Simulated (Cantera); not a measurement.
Charge: 1 mol CaO, 28 mol Cl2, 0.32 mol H2, equilibrated at 1200 K and 0.450 bar.

Method: chemical equilibrium by Gibbs-energy minimisation in Cantera with the NASA 1993 tables (ideal gas, pure condensed phases). Candidate condensed phases: Ca, CaCl2, CaO, Ca(OH)2, H2O; 21 gas species. Condensed phases not in the tables: oxide chlorides. The numbers say what is thermodynamically allowed, not how fast it happens.

Base state: Cl2 0.952, HCl 0.0229, O2 0.0179, Cl 0.00688, ClO 2.43e-5, CaCl2 1.55e-5 (mole fractions); condensed: CaCl2(l).

### Question
What changes in the equilibrium state with this change: temperature from 1200 K to 1823 K?

### Answer
```csv
species,before,after
Cl2,0.952,0.551
Cl,0.00688,0.389
CaCl2,1.55e-5,0.0279
O2,0.0179,0.0137
HCl,0.0229,0.0179
O,5.00e-9,2.63e-5
ClO,2.43e-5,0.000533
"CaCl2(l), mol",1.000,0
```
